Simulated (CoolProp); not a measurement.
Aqueous calcium chloride as a coolant, 18 % by mass, freezing at -15.1 °C, 1 atm.

Computed with CoolProp (Melinder's fits for secondary coolants).

```
T (°C)  conductivity (W/(m K))  cp (kJ/(kg K))  Prandtl number  density (kg/m³)
------  ----------------------  --------------  --------------  ---------------
-3.9                     0.542           3.133            19.0             1165
-0.5                     0.547           3.143            17.0             1165
2.9                      0.552           3.154            15.4             1164
6.4                      0.557           3.164            13.9             1164
9.8                      0.562           3.173            12.6             1163
13.2                     0.567           3.182            11.5             1163
16.7                     0.572           3.191            10.5             1162
20.1                     0.577           3.199            9.63             1162
23.6                     0.583           3.208            8.86             1161
27                       0.588           3.215            8.19             1159
30.4                     0.593           3.223            7.59             1158
33.9                     0.598           3.230            7.04             1156
37.3                     0.603           3.236            6.57             1154
```
